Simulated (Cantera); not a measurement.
# Equilibrium for silicon epitaxy and polysilicon growth: Si2Cl6 + HCl + H2

Charge: 1 mol Si2Cl6, 0.22 mol HCl, 81 mol H2, held at 10000 Pa.

Cantera equilibrium calculation (NASA polynomials, part measured and part estimated; ideal gas, pure solids and liquids). Candidate condensed phases: Si; 19 gas species. The feed counts by its element totals alone. The tables' values for SiCl3 are old estimates; treat these amounts as uncertain. Rates play no part.

From 875 °C to 1175 °C the condensed part is Si(s). The main Si-bearing gas is SiCl4 at 875 °C and SiCl2 at 1175 °C. The share of Si in condensed phases is highest at 1125 °C (57.9 %) and lowest at 875 °C (44.3 %).

| T (°C) | x H2 | x HCl | x SiCl2 | x SiCl4 | x SiHCl3 | x SiCl3 | n Si(s) |
|---|---|---|---|---|---|---|---|
| 875 | 0.956 | 0.0310 | 0.00221 | 0.00604 | 0.00373 | 0.00110 | 0.886 |
| 925 | 0.950 | 0.0381 | 0.00360 | 0.00411 | 0.00276 | 0.00129 | 0.996 |
| 975 | 0.945 | 0.0442 | 0.00519 | 0.00244 | 0.00184 | 0.00133 | 1.08 |
| 1025 | 0.941 | 0.0485 | 0.00666 | 0.00127 | 0.00111 | 0.00119 | 1.13 |
| 1075 | 0.939 | 0.0510 | 0.00779 | 0.000600 | 0.000626 | 0.000964 | 1.15 |
| 1125 | 0.938 | 0.0523 | 0.00859 | 0.000272 | 0.000343 | 0.000740 | 1.16 |
| 1175 | 0.937 | 0.0528 | 0.00915 | 0.000124 | 0.000189 | 0.000556 | 1.15 |
x: gas mole fraction; n: condensed amount in mol.
